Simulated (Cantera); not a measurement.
Charge: 1 mol SiO2, 0.18 mol Si, 0.47 mol H2, 0.12 mol C, held at 1648.15 K and 0.00133 bar.

Equilibrium computed with Cantera from the NASA thermochemical tables; the gas is ideal and each condensed phase is pure. Candidate condensed phases: C, C6H6, C7H8, C8H18, H2O, Si, SiC, SiO2; 123 gas species. The tables hold silica as quartz up to 1696 K and as liquid above; real silica turns to tridymite and cristobalite and melts near 1996 K. Kinetics and transport are ignored.

Base state: SiO 0.448, H2 0.438, CO 0.112, H 0.00162, H2O 6.13e-5 (mole fractions); condensed: SiO2(β-quartz).

Problem. What changes in the equilibrium state with this change: temperature from 1648.15 K to 1573 K?

Solution. 
| species | before | after |
|---|---|---|
| SiO | 0.448 | 0.448 |
| H2 | 0.438 | 0.439 |
| CO | 0.112 | 0.112 |
| H | 0.00162 | 0.000738 |
| H2O | 6.13e-5 | 9.39e-6 |
| SiO2(β-quartz), mol | 0.700 | 0.700 |
